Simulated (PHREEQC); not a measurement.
Brine: an equilibrium model

Make-up at 28 °C: 4.2 mol NaCl and 0.12 mol KCl per kg of water. Closed to the air; pH follows from the charge balance.

The numbers come from PHREEQC with the Pitzer model, pitzer.dat.

No solid was allowed to form.

Task: What activity of water, density, osmotic coefficient does the model give?

Result: activity of water 0.838; density 1.146 g/cm³; osmotic coefficient 1.134.
